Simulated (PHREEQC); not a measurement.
Solution (65 °C): 0.067 mol/kgw HF, 0.014 mol/kgw (NH4)2SiF6 and 0.00011 mol/kgw H3BO3. Closed to the air; pH follows from the charge balance.

All values are PHREEQC results (ion-association model, wateq4f.dat), not measurements.

This is a speciation only: nothing precipitates in the calculation.

### Question
Predict the pH.

### Answer
pH 2.31.

### Question
In which forms is F present?

### Answer
SiF6-2 56 %, HF 37 %, F- 3.0 %, H2F2 2.4 %, HF2- 1.5 % of the F.

Constants without temperature data keep their 25 °C values here. SiF6-2 is the database's only silicon fluoride. Real BF4- forms and hydrolyses slowly; the run takes it at equilibrium.
